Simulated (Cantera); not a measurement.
# Ignition delay

Mixture: 14.8 % CO, 0.546 % H2, 17.9 % O2, 66.8 % N2, equivalence ratio 0.43, at 9.00 bar, adiabatic and at constant pressure. Ignition delay is the time to a rise of 400 K.

Cantera simulation using GRI-Mech 3.0 (53 species, 325 reactions); the numbers are that mechanism's predictions, not measurements. The hydrogen kinetics of GRI-Mech 3.0 are dated; newer H2 mechanisms differ, most at raised pressure. Where the delays flatten at high temperature, the 400 K rule measures the pace of heat release, not the induction time.

```
T0 (K)  delay (ms)
------  ----------
1150         0.415
1250        0.0891
1350        0.0392
1450        0.0249
1550        0.0187
1650        0.0155
1750        0.0138
1850        0.0128
```
